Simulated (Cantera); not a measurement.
Input: 1 mol Si3N4, 35 mol HCl, equilibrated at 1425 K.

Cantera equilibrium calculation (NASA polynomials, part measured and part estimated; ideal gas, pure solids and liquids). Candidate condensed phases: NH4Cl, Si, Si3N4; 28 gas species. The tables' values for SiCl3 are old estimates; treat these amounts as uncertain. Equilibrium is a limit: real reactors are often held back by kinetics, nucleation or transport.

x: gas mole fraction; nothing condenses.

| P (Pa) | x HCl | x H2 | x SiCl4 | x SiCl2 | x N2 | x SiCl3 | x Cl |
|---|---|---|---|---|---|---|---|
| 1 | 0.775 | 0.0848 | 0.000373 | 0.0779 | 0.0540 | 0.00272 | (withheld) |
| 10 | 0.773 | 0.0892 | 0.00320 | 0.0708 | 0.0544 | 0.00759 | (withheld) |
| 100 | 0.752 | 0.108 | 0.0177 | 0.0502 | 0.0554 | 0.0150 | (withheld) |
| 1000 | 0.714 | 0.143 | 0.0489 | 0.0202 | 0.0572 | 0.0159 | (withheld) |
| 10000 | 0.688 | 0.166 | 0.0738 | 0.00382 | 0.0583 | 0.00847 | (withheld) |
| 100000 | 0.681 | 0.172 | 0.0829 | 0.000456 | 0.0587 | 0.00310 | (withheld) |

Some entries are withheld; supply them.


- 1, x Cl: 0.00470
- 10, x Cl: 0.00145
- 100, x Cl: 0.000404
- 1000, x Cl: 0.000106
- 10000, x Cl: 2.99e-5
- 100000, x Cl: 9.16e-6
